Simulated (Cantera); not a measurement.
Cantera run:

```python
import numpy as np
import cantera as ct

gas_names = [...]  # 46 gases of nasa_gas.yaml made of Al, H, N, O, Si
cond_names = """
    AL(cr) AL(L) ALN(s) AL2O3(a) AL2O3(L) AL2SiO5(an) AL6Si2O13(s) H2O(s) H2O(L) Si(cr) Si(L) SiO2(Lqz)
    SiO2(hqz) SiO2(L) Si2N2O(s) Si3N4(a)
""".split()


# ... load() reads the species with a 1 bar reference pressure and builds the phases ...
atoms = {
    'SiO2': {'Si': 1, 'O': 2},
    'Al2O3': {'AL': 2, 'O': 3},
    'H2O': {'H': 2, 'O': 1},
    'N2': {'N': 2},
}
top_T = {'ALN(s)': 2750, 'AL2SiO5(an)': 2000, 'AL6Si2O13(s)': 2100, 'Si2N2O(s)': 2100, 'Si3N4(a)': 2400}  # K; cautious upper limits of use, not melting points


# ... equilibrate(T, P, feed) seeds the gas with the atoms and calls Mixture.equilibrate('TP', solver="vcs", rtol=1e-11, max_steps=5000) ...
results = []
feed = {'SiO2': 1, 'Al2O3': 0.66, 'H2O': 3.1, 'N2': 0.00029}  # mol
P = 140  # Pa
for T in [1325, 1350, 1375, 1400, 1425, 1450, 1475, 1500, 1525, 1550, 1575, 1600, 1625, 1650]:
    mix = equilibrate(T, P, feed)
    results.append((T, P, feed, dict(zip(mix.species_names, mix.species_moles))))

top = {s: max(r[3][s] / sum(r[3][g] for g in gas_names) for r in results) for s in gas_names}
cols = sorted((s for s in top if top[s] > 1e-05), key=lambda s: -top[s])[:5]
seen = [c for c in cond_names if any(r[3].get(c, 0) > 1e-12 for r in results)]
print("log10 of partial pressures in bar; condensed amounts in mol")
print(f"{'T/K':>10s}" + "".join(f"{s[:9]:>10s}" for s in cols + seen))
for T, P, feed, n in results:
    ng = sum(n[g] for g in gas_names)
    print(f"{T:10.4g}" + "".join(f"{np.log10(max(n[s] / ng * P / 1e5, 1e-99)):10.3f}" for s in cols)
          + "".join(f"{n.get(c, 0):10.4g}" for c in seen))
```

It prints:

```
log10 of partial pressures in bar; condensed amounts in mol
       T/K       H2O        H2        O2        OH         H AL6Si2O13 SiO2(hqz)
      1325    -2.854    -6.375    -6.703    -7.289    -8.974      0.22      0.56
      1350    -2.854    -6.253    -6.583    -7.140    -8.749      0.22      0.56
      1375    -2.854    -6.135    -6.467    -6.997    -8.533      0.22      0.56
      1400    -2.854    -6.022    -6.355    -6.858    -8.324      0.22      0.56
      1425    -2.855    -5.912    -6.247    -6.725    -8.122      0.22      0.56
      1450    -2.855    -5.807    -6.143    -6.596    -7.927      0.22      0.56
      1475    -2.855    -5.704    -6.043    -6.471    -7.739      0.22      0.56
      1500    -2.855    -5.605    -5.946    -6.351    -7.557      0.22      0.56
      1525    -2.856    -5.510    -5.852    -6.235    -7.381      0.22      0.56
      1550    -2.856    -5.417    -5.761    -6.122    -7.210      0.22      0.56
      1575    -2.856    -5.328    -5.673    -6.014    -7.045      0.22      0.56
      1600    -2.857    -5.241    -5.588    -5.908    -6.885      0.22      0.56
      1625    -2.858    -5.157    -5.506    -5.806    -6.730      0.22      0.56
      1650    -2.858    -5.076    -5.426    -5.707    -6.580      0.22      0.56
```

Cantera equilibrium calculation (NASA polynomials, part measured and part estimated; ideal gas, pure solids and liquids). Mutual solubility and eutectic melting of coexisting phases are not modelled. The tables hold silica as quartz up to 1696 K and as liquid above; real silica turns to tridymite and cristobalite and melts near 1996 K. Condensed phases not in the tables: alloys, solid solutions and most ternary compounds.
